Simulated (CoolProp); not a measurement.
Benzene at 482.45 K and 16.6 MPa is throttled through a valve to 2.76 MPa with no heat exchange. Each further row changes one setting.

Model: reference Helmholtz-energy equation of state, Thol 2012, in CoolProp.

```tsv
case	temperature change (K)	final phase	final density (kg/m³)
as stated	+0.0	liquid	648
outlet pressure 0.828 MPa	-41.2	two-phase, vapour fraction 0.303	63.9
outlet pressure 3.59 MPa	+0.2	liquid	651
```
